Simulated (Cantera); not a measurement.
## Stirred combustor or abatement burner

A perfectly stirred reactor is fed with CH₃OH : O₂ : N₂ = 1 : 1.85 : 17 (molar parts), at 17.8 atm; it is adiabatic with a 775 K inlet, and is followed from long to short residence time, starting on the burning branch (τ in s: 0.052, 0.018, 0.0065, 0.0023, 0.0008, 0.00028, 9.8e-05, 3.5e-05, 1.2e-05).

Detailed kinetics in Cantera: GRI-Mech 3.0 (53 species, 325 reactions). GRI-Mech 3.0 was tuned for natural gas; its chemistry of methanol as a main component is partial and can be far from experiment. The pressure lies above the range GRI-Mech 3.0 was tuned for (to about 10 atm).

```json
[
 {"τ (s)": "0.052", "T (K)": "1695", "x CH₃OH": "2.43e-6", "x O₂": "0.0172", "x CH₂": "2.80e-10", "x NO": "4.48e-6", "x C₂H₆": "<1e-12", "x HO₂": "1.43e-6", "x N₂O": "7.71e-7"},
 {"τ (s)": "0.018", "T (K)": "1693", "x CH₃OH": "5.45e-6", "x O₂": "0.0173", "x CH₂": "6.07e-10", "x NO": "4.36e-6", "x C₂H₆": "<1e-12", "x HO₂": "3.04e-6", "x N₂O": "1.18e-6"},
 {"τ (s)": "0.0065", "T (K)": "1690", "x CH₃OH": "1.18e-5", "x O₂": "0.0175", "x CH₂": "1.26e-9", "x NO": "4.31e-6", "x C₂H₆": "1.65e-12", "x HO₂": "6.43e-6", "x N₂O": "1.60e-6"},
 {"τ (s)": "0.0023", "T (K)": "1682", "x CH₃OH": "2.64e-5", "x O₂": "0.0180", "x CH₂": "2.73e-9", "x NO": "3.81e-6", "x C₂H₆": "4.70e-12", "x HO₂": "1.40e-5", "x N₂O": "1.85e-6"},
 {"τ (s)": "0.00080", "T (K)": "1663", "x CH₃OH": "6.40e-5", "x O₂": "0.0192", "x CH₂": "6.44e-9", "x NO": "2.70e-6", "x C₂H₆": "2.27e-11", "x HO₂": "3.25e-5", "x N₂O": "1.76e-6"},
 {"τ (s)": "0.00028", "T (K)": "775", "x CH₃OH": "0.0504", "x O₂": "0.0932", "x CH₂": "<1e-12", "x NO": "<1e-12", "x C₂H₆": "<1e-12", "x HO₂": "<1e-12", "x N₂O": "<1e-12"},
 {"τ (s)": "9.8e-5", "T (K)": "775", "x CH₃OH": "0.0504", "x O₂": "0.0932", "x CH₂": "<1e-12", "x NO": "<1e-12", "x C₂H₆": "<1e-12", "x HO₂": "<1e-12", "x N₂O": "<1e-12"},
 {"τ (s)": "3.5e-5", "T (K)": "775", "x CH₃OH": "0.0504", "x O₂": "0.0932", "x CH₂": "<1e-12", "x NO": "<1e-12", "x C₂H₆": "<1e-12", "x HO₂": "<1e-12", "x N₂O": "<1e-12"},
 {"τ (s)": "1.2e-5", "T (K)": "775", "x CH₃OH": "0.0504", "x O₂": "0.0932", "x CH₂": "<1e-12", "x NO": "<1e-12", "x C₂H₆": "<1e-12", "x HO₂": "<1e-12", "x N₂O": "<1e-12"}
]
```
x: mole fraction; the columns are a selection and need not sum to one.
